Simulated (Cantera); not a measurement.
Boron, boron nitride and boron oxide: B2O3 + NH3

Feed: 1 mol B2O3, 2.3 mol NH3, equilibrated at 3300 Pa.

Method: chemical equilibrium by Gibbs-energy minimisation in Cantera with the NASA 1993 tables (ideal gas, pure condensed phases). Candidate condensed phases: B, BN, B2O3, B3O3H3, H2O; 39 gas species. Mutual solubility and eutectic melting of coexisting phases are not modelled. The numbers say what is thermodynamically allowed, not how fast it happens.

From 1125 K to 1575 K the condensed part is BN(s) + B2O3(l). The main B-bearing gas is HBO2 throughout.

```tsv
T (K)	x H2	x N2	x HBO2	x HBO	x B2O3	n BN(s)	n B2O3(l)
1125	0.749	0.250	5.44e-5	7.08e-7	2.02e-8	0.00436	0.998
1175	0.749	0.250	0.000117	2.66e-6	1.21e-7	0.00436	0.998
1225	0.749	0.250	0.000237	8.93e-6	6.21e-7	0.00444	0.997
1275	0.749	0.250	0.000450	2.72e-5	2.79e-6	0.00464	0.997
1325	0.748	0.249	0.000811	7.60e-5	1.11e-5	0.00503	0.995
1375	0.748	0.249	0.00140	0.000197	3.99e-5	0.00565	0.993
1425	0.747	0.249	0.00230	0.000475	0.000130	0.00652	0.990
1475	0.745	0.249	0.00366	0.00108	0.000391	0.00757	0.983
1525	0.742	0.248	0.00563	0.00231	0.00109	0.00849	0.972
1575	0.736	0.247	0.00838	0.00469	0.00282	0.00853	0.951
```
x: gas mole fraction; n: condensed amount in mol.
